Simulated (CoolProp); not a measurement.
Properties of n-heptane along the isobar 2.9 MPa.

Values from CoolProp's reference Helmholtz-energy equation of state, Span 2003. It is a short technical equation, of lower accuracy than the large ones.

```tsv
T (K)	phase	Z	speed of sound (m/s)	viscosity (µPa s)
262.1	liquid	0.1873	1300	623
289.3	liquid	0.1752	1185	444
316.4	liquid	0.1656	1076	334
343.6	liquid	0.1580	970.0	260
370.7	liquid	0.1521	867.3	207
397.8	liquid	0.1478	765.8	168
425	liquid	0.1452	663.6	137
452.1	liquid	0.1443	559.3	112
```

Viscosity comes from a separate model (Michailidou 2014).
